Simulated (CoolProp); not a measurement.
CH3F (R41) along the isobar 0.992 MPa: density (kg/m³) from the reference equation and from simpler models built on Tc = 44.1 °C, pc = 5.906 MPa, ω = 0.200; each cubic takes its own stable root.

The numbers come from the reference Helmholtz-energy equation of state, Lemmon 2006 in CoolProp. It is a short technical equation, of lower accuracy than the large ones.

```
T (°C)   phase  reference
------  ------  ---------
-40.05  liquid      795.5
-8.15      gas      17.70
7.75       gas      16.18
23.65      gas      14.98
39.55      gas      13.99
55.55      gas      13.15
71.45      gas      12.42
87.35      gas      11.78
103.35     gas      11.21
```

How far does each simpler model (Soave-Redlich-Kwong, Peng-Robinson) lie from the reference over these 9 states: mean and median of the absolute difference, and the worst?


- Soave-Redlich-Kwong: mean 3.4 %, median 1.0 %, worst -21.1 % at -40.05 °C and 0.992 MPa
- Peng-Robinson: mean 1.7 %, median 0.3 %, worst -10.6 % at -40.05 °C and 0.992 MPa
